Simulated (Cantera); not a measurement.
A perfectly stirred reactor is fed with CH4 : H2 = 1 : 15 (molar parts), at 7.28 Torr; it is held at 1825 K, and followed from long to short residence time.

Model: GRI-Mech 3.0 (53 species, 325 reactions), integrated in Cantera. GRI-Mech 3.0 stops at C3 and has no aromatics, soot or wall deposition, so with more carbon than oxygen in the feed, carbon stays in small species such as C2H2 where larger ones or solid carbon would form. Radical loss at walls, strong at low pressure, is not modelled.

```
quantity                 before    after
----------------------  -------  -------
x(CH4) at τ = 0.480 s    0.0200   0.0273
x(H2) at τ = 0.480 s      0.957    0.936
x(C2H2) at τ = 0.480 s   0.0194   0.0330
x(C2H6) at τ = 0.480 s  1.57e-6  2.78e-6
x(CH2) at τ = 0.480 s   2.63e-6  3.14e-6
x(CH4) at τ = 42.0 ms    0.0510   0.0759
x(H2) at τ = 42.0 ms      0.941    0.909
x(C2H2) at τ = 42.0 ms  0.00428  0.00988
x(C2H6) at τ = 42.0 ms  5.53e-6  1.27e-5
x(CH2) at τ = 42.0 ms   2.48e-6  3.50e-6
```

Question: Name the change that produced these shifts.
A) CH4 1 to 10 parts
B) pressure from 7.28 Torr to 100.0 Torr
C) CH4 1 to 1.7 parts
D) temperature 1825 to 1700 K

Answer: C, CH4 1 to 1.7 parts
